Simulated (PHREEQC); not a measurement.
# Arsenic or selenium liquor (model solution)

Dissolve 0.00051 mol Na2SeO4 and 0.042 mol NaOH per kg of water at 25 °C. It is in equilibrium with CO2 at log p = -3.4 (atm). Otherwise closed; pH follows from the charge balance.

Model: ion-association model, wateq4f.dat, run in PHREEQC.

Each row changes one thing in this solution. No solid was allowed to form.

```json
[
 {"case": "as made", "pH": "9.52", "ionic strength (mol/kgw)": "0.0473", "Na+ (mol/kgw)": "0.0403", "HCO3- (mol/kgw)": "0.0240", "CO3-2 (mol/kgw)": "0.00648", "NaCO3- (mol/kgw)": "0.00231", "SI of Nahcolite (NaHCO3)": "-2.63", "SI of Natron (Na2CO3:10H2O)": "-4.16"},
 {"case": "NaOH from 0.042 to 0.21 mol/kgw", "pH": "[?]", "ionic strength (mol/kgw)": "0.210", "Na+ (mol/kgw)": "0.170", "HCO3- (mol/kgw)": "0.0527", "CO3-2 (mol/kgw)": "0.0393", "NaCO3- (mol/kgw)": "0.0379", "SI of Nahcolite (NaHCO3)": "-1.76", "SI of Natron (Na2CO3:10H2O)": "-2.43"},
 {"case": "diluted 10-fold with water", "pH": "8.78", "ionic strength (mol/kgw)": "0.00447", "Na+ (mol/kgw)": "0.00429", "HCO3- (mol/kgw)": "0.00390", "CO3-2 (mol/kgw)": "0.000136", "NaCO3- (mol/kgw)": "8.18e-6", "SI of Nahcolite (NaHCO3)": "-4.29", "SI of Natron (Na2CO3:10H2O)": "-7.48"},
 {"case": "Na2SeO4 left out", "pH": "9.52", "ionic strength (mol/kgw)": "0.0459", "Na+ (mol/kgw)": "0.0394", "HCO3- (mol/kgw)": "0.0241", "CO3-2 (mol/kgw)": "0.00649", "NaCO3- (mol/kgw)": "0.00228", "SI of Nahcolite (NaHCO3)": "-2.64", "SI of Natron (Na2CO3:10H2O)": "-4.17"},
 {"case": "0.015 mol/kgw NaCl added", "pH": "[?]", "ionic strength (mol/kgw)": "0.0615", "Na+ (mol/kgw)": "0.0547", "HCO3- (mol/kgw)": "0.0232", "CO3-2 (mol/kgw)": "0.00630", "NaCO3- (mol/kgw)": "0.00284", "SI of Nahcolite (NaHCO3)": "-2.53", "SI of Natron (Na2CO3:10H2O)": "-3.95"},
 {"case": "Na2SeO4 replaced by NaAlO2 at the same molality", "pH": "9.52", "ionic strength (mol/kgw)": "0.0463", "Na+ (mol/kgw)": "0.0398", "HCO3- (mol/kgw)": "0.0240", "CO3-2 (mol/kgw)": "0.00648", "NaCO3- (mol/kgw)": "0.00230", "SI of Nahcolite (NaHCO3)": "-2.63", "SI of Natron (Na2CO3:10H2O)": "-4.16"},
 {"case": "Na2SeO4 from 0.00051 to 5.1e-05 mol/kgw", "pH": "9.52", "ionic strength (mol/kgw)": "0.0460", "Na+ (mol/kgw)": "0.0394", "HCO3- (mol/kgw)": "0.0240", "CO3-2 (mol/kgw)": "0.00649", "NaCO3- (mol/kgw)": "0.00228", "SI of Nahcolite (NaHCO3)": "-2.64", "SI of Natron (Na2CO3:10H2O)": "-4.17"}
]
```

### Question
Fill in the missing entries.

### Answer

- NaOH from 0.042 to 0.21 mol/kgw, pH: 9.81
- 0.015 mol/kgw NaCl added, pH: 9.50

Some of these states are supersaturated (in Boehmite (slow to form), Gibbsite (slow to form), for instance).
